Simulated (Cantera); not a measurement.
An adiabatic, constant-pressure homogeneous reactor starts with 18.1 % CH4, 17.2 % O2, 64.7 % N2, equivalence ratio 2.1, at 1775 K and 7.20 bar.

Detailed kinetics in Cantera: GRI-Mech 3.0 (53 species, 325 reactions).

One state of this run: T (K) = 2717; x CH4 = 4.57e-10; x O2 = 1.62e-5; x C2H = <1e-12; x HO2 = 3.55e-8; x CO = 0.137; x HCO = 9.93e-7. x: mole fraction; the columns are a selection and need not sum to one.

Question: Which value of t (s) does it belong to?
A. 1.10e-5
B. 3.32e-6
C. 1.00e-6
D. 0.164

Answer: D, 0.164
